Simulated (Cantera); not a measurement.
A freely propagating, adiabatic, planar premixed flame of 19.9 % H2, 14.0 % O2, 66.0 % N2, equivalence ratio 0.71, unburnt at 398 K and 1.00 bar; unity-Lewis-number transport, grid criteria slope 0.08 and curve 0.16, no radiation.

Model: the H2/O2 subset of GRI-Mech 3.0, which has no nitrogen chemistry, integrated in Cantera. Unity Lewis numbers drop preferential diffusion, which matters most where H2 and H carry the flame. Burning velocities carry a grid error of a few per cent, more on coarse grids.

x: mole fraction of selected species; z is measured from the peak of heat release.

| z (mm) | T (K) | u (m/s) | x H2 | x O2 | x H | x H2O | x O | x OH |
|---|---|---|---|---|---|---|---|---|
| -0.950 | 398 | 1.41 | 0.199 | 0.140 | <1e-8 | 2.07e-6 | <1e-8 | <1e-8 |
| -0.633 | 398 | 1.41 | 0.199 | 0.140 | <1e-8 | 2.90e-5 | <1e-8 | <1e-8 |
| -0.475 | 399 | 1.41 | 0.199 | 0.140 | <1e-8 | 0.000136 | 2.23e-8 | <1e-8 |
| -0.317 | 407 | 1.44 | 0.198 | 0.140 | <1e-8 | 0.00116 | 2.63e-7 | 1.95e-8 |
| -0.158 | 546 | 1.91 | 0.183 | 0.132 | 2.66e-5 | 0.0182 | 2.21e-5 | 3.06e-5 |
| -0.0792 | [?] | 2.90 | [?] | [?] | [?] | [?] | [?] | [?] |
| 0 | 1200 | 4.04 | 0.0762 | 0.0825 | 0.0157 | 0.125 | 0.00339 | 0.00250 |
| 0.0792 | 1429 | 4.73 | [?] | [?] | [?] | [?] | 0.00732 | [?] |
| 0.158 | 1552 | 5.08 | 0.0171 | 0.0510 | 0.0176 | 0.186 | 0.00788 | 0.00777 |
| 0.317 | 1675 | 5.44 | 0.0116 | 0.0475 | 0.00980 | 0.197 | 0.00595 | 0.00836 |
| 0.633 | 1777 | 5.72 | 0.00726 | 0.0457 | 0.00418 | 0.206 | 0.00352 | 0.00758 |
| 1.27 | 1845 | 5.91 | 0.00371 | 0.0448 | 0.00138 | 0.213 | 0.00172 | 0.00587 |
| 2.53 | 1883 | 6.01 | 0.00153 | 0.0446 | 0.000347 | 0.217 | 0.000694 | 0.00395 |

### Question
What belongs in the gaps?

### Answer

- -0.0792, T (K): 844
- -0.0792, x H2: 0.144
- -0.0792, x O2: 0.114
- -0.0792, x H: 0.00241
- -0.0792, x H2O: 0.0593
- -0.0792, x O: 0.000411
- -0.0792, x OH: 0.000505
- 0.0792, x H2: 0.0299
- 0.0792, x O2: 0.0588
- 0.0792, x H: 0.0221
- 0.0792, x H2O: 0.169
- 0.0792, x OH: 0.00602
